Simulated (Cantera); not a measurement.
Carbothermic reduction: Ta2O5 + C + H2

Feed: 1 mol Ta2O5, 1.4 mol C, 3.5 mol H2, equilibrated at 1 atm.

Equilibrium computed with Cantera from the NASA thermochemical tables; the gas is ideal and each condensed phase is pure. Candidate condensed phases: C, C6H6, C7H8, C8H18, H2O, Ta, TaC, Ta2O5; 113 gas species. Mutual solubility and eutectic melting of coexisting phases are not modelled. TaC: taken at fixed stoichiometry. Condensed phases not in the tables: Ta2C. Equilibrium is a limit: real reactors are often held back by kinetics, nucleation or transport.

From 850 °C to 950 °C the condensed part is C(graphite) + TaC(s) + Ta2O5(s). From 1050 °C to 1750 °C the condensed part is TaC(s) + Ta2O5(s). From 1850 °C to 2150 °C the condensed part is TaC(s) + Ta2O5(l).

```
T (°C)  log p H2  log p CO  log p CH4  log p H  n C(graphite)  n TaC(s)  n Ta2O5(s)  n Ta2O5(l)
------  --------  --------  ---------  -------  -------------  --------  ----------  ----------
850        -0.01     -2.02      -1.55    -7.38           1.26    0.0138       0.993           0
950        -0.03     -1.13      -1.94    -6.54          0.973     0.112       0.944           0
1050       -0.11     -0.65      -2.57    -5.85              0     0.400       0.800           0
1150       -0.10     -0.65      -3.28    -5.23              0     0.403       0.799           0
1250       -0.10     -0.65      -3.89    -4.69              0     0.404       0.798           0
1350       -0.10     -0.65      -4.43    -4.21              0     0.404       0.798           0
1450       -0.11     -0.65      -4.90    -3.79              0     0.405       0.797           0
1550       -0.11     -0.65      -5.32    -3.42              0     0.406       0.797           0
1650       -0.11     -0.65      -5.69    -3.08              0     0.406       0.797           0
1750       -0.11     -0.65      -6.02    -2.77              0     0.406       0.797           0
1850       -0.11     -0.65      -6.31    -2.50              0     0.407           0       0.797
1950       -0.11     -0.65      -6.56    -2.25              0     0.407           0       0.797
2050       -0.11     -0.65      -6.79    -2.02              0     0.407           0       0.796
2150       -0.11     -0.65      -7.00    -1.81              0     0.407           0       0.796
```
log p: log10 of the partial pressure in bar; n: condensed amount in mol.
